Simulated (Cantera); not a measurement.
Cantera run, input and output.

```python
import numpy as np
import cantera as ct

gas = ct.Solution("gri30.yaml")
gas.TPX = 1100, 500000, {'H2': 1, 'O2': 0.758, 'N2': 14}
reactor = ct.IdealGasReactor(gas, energy="on", clone=False)
net = ct.ReactorNet([reactor])
net.rtol, net.atol = 1e-08, 1e-16
show = ['H2', 'O2', 'H2O', 'NO', 'H2O2']
times = np.geomspace(7e-06, 0.1, 12)

steps = ct.SolutionArray(gas, extra=["t"])
rows = []
print(f"{'t/s':>10s}{'T/K':>9s}{'P/Pa':>11s}" + "".join(f"{s:>11s}" for s in show))
for t in times:
    while net.time < t:
        t_next = net.step()
        steps.append(gas.state, t=t_next)
    rows.append([np.interp(t, steps.t, y) for y in (steps.T, steps.P, *steps(*show).X.T)])
    print(f"{t:10.3e}{rows[-1][0]:9.1f}{rows[-1][1]:11.4g}" + "".join(f"{x:11.3e}" for x in rows[-1][2:]))
rate = np.gradient(steps.T, steps.t)
print("integrator steps:", len(steps.t))
if steps.T.max() > steps.T[0] + 200:
    print(f"time of steepest temperature rise: {steps.t[rate.argmax()]:.4e} s")
gas.TPX = 1100, 500000, {'H2': 1, 'O2': 0.758, 'N2': 14}
gas.equilibrate("UV")
print(f"equilibrium (UV): T = {gas.T:.1f} K  " + "  ".join(f"{s} {gas[s].X[0]:.3e}" for s in show))
```

It prints:

```
       t/s      T/K       P/Pa         H2         O2        H2O         NO       H2O2
 7.000e-06   1100.0      5e+05  6.346e-02  4.810e-02  8.606e-10  4.692e-21  4.703e-12
 1.670e-05   1100.0      5e+05  6.346e-02  4.810e-02  4.145e-09  3.299e-20  3.833e-11
 3.986e-05   1100.0      5e+05  6.346e-02  4.810e-02  1.626e-08  1.798e-19  3.077e-10
 9.512e-05   1100.0      5e+05  6.346e-02  4.810e-02  5.585e-08  7.928e-19  2.230e-09
 2.270e-04   1100.0      5e+05  6.346e-02  4.810e-02  2.301e-07  5.075e-18  1.592e-08
 5.416e-04   1100.0      5e+05  6.346e-02  4.810e-02  2.227e-06  2.266e-16  2.019e-07
 1.292e-03   1692.1  7.448e+05  3.940e-05  1.684e-02  6.535e-02  6.462e-06  8.700e-08
 3.084e-03   1693.7  7.455e+05  3.592e-06  1.688e-02  6.549e-02  6.529e-06  1.340e-08
 7.359e-03   1693.7  7.455e+05  3.496e-06  1.688e-02  6.549e-02  6.552e-06  1.309e-08
 1.756e-02   1693.7  7.455e+05  3.496e-06  1.688e-02  6.549e-02  6.605e-06  1.309e-08
 4.191e-02   1693.7  7.455e+05  3.496e-06  1.688e-02  6.549e-02  6.729e-06  1.309e-08
 1.000e-01   1693.7  7.455e+05  3.496e-06  1.688e-02  6.549e-02  7.028e-06  1.309e-08
integrator steps: 1327
time of steepest temperature rise: 1.1612e-03 s
equilibrium (UV): T = 1691.0 K  H2 3.443e-06  O2 1.646e-02  H2O 6.549e-02  NO 8.501e-04  H2O2 1.276e-08
```

Cantera simulation using GRI-Mech 3.0 (53 species, 325 reactions); the numbers are that mechanism's predictions, not measurements. The hydrogen kinetics of GRI-Mech 3.0 are dated; newer H2 mechanisms differ, most at raised pressure.
